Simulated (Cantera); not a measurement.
Input: 1 mol Cu₂O, 0.31 mol CH₄, 16 mol H₂, at 800 °C and 0.100 bar.

Equilibrium computed with Cantera from the NASA thermochemical tables; the gas is ideal and each condensed phase is pure. Candidate condensed phases: C, C₆H₆, C₇H₈, C₈H₁₈, Cu, CuO, Cu(OH)₂, Cu₂O, H₂O; 113 gas species. The numbers say what is thermodynamically allowed, not how fast it happens.

Base state: H₂ 0.942, H₂O 0.0400, CO 0.0175, CO₂ 0.000804, CH₄ 2.17e-5 (mole fractions); condensed: Cu(s).

Problem. What changes in the equilibrium state with this change: H₂ from 16 to 8.2 mol?

Solution. 
```csv
species,before,after
H₂,0.942,0.893
H₂O,0.0400,0.0728
CO,0.0175,0.0312
CO₂,0.000804,0.00275
CH₄,2.17e-5,1.82e-5
"Cu(s), mol",2.00,2.00
```
